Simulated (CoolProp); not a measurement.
Properties of CH3F (R41) at several states.

Values from CoolProp's reference Helmholtz-energy equation of state, Lemmon 2006. It is a short technical equation, of lower accuracy than the large ones.

```csv
T (K),p (kPa),phase,cv (kJ/(kg K)),speed of sound (m/s),Joule-Thomson coefficient (K/MPa),isothermal compressibility (1/MPa),expansivity (1/kK),fugacity coefficient
295.3,1020,gas,0.9426,287.9,17.98,…,4.636,…
284.1,19600,liquid,1.187,…,-0.02674,…,3.370,0.1475
218.5,5700,liquid,…,…,…,0.002059,2.604,0.05833
171.8,26.5,liquid,1.338,1208,…,0.001137,2.103,0.8733
```

Problem. Some entries are withheld; supply them.

Solution. 
- 295.3, isothermal compressibility (1/MPa): 1.085
- 295.3, fugacity coefficient: 0.9151
- 284.1, speed of sound (m/s): 770.0
- 284.1, isothermal compressibility (1/MPa): 0.004367
- 218.5, cv (kJ/(kg K)): 1.232
- 218.5, speed of sound (m/s): 990.9
- 218.5, Joule-Thomson coefficient (K/MPa): -0.2457
- 171.8, Joule-Thomson coefficient (K/MPa): -0.3346
